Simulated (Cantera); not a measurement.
Input: 1 mol Na2SO4, 3.1 mol CO2, 0.012 mol H2O, held at 580 Pa.

These are equilibrium values from Cantera (NASA tables, ideal gas, pure condensed phases), not measurements of a reactor. Candidate condensed phases: C, C6H6, C7H8, C8H18, H2O, H2SO4, Na, NaOH, NaO2, Na2CO3, Na2O, Na2O2, Na2S, Na2SO4, S; 131 gas species. The numbers say what is thermodynamically allowed, not how fast it happens.

**Question.** At 1498 K, list the 4 most abundant gas species with their mole fractions, and the condensed phases.

**Answer.** CO2 0.950, Na 0.0172, SO2 0.0106, O2 0.00986. Condensed: Na2SO4(l).
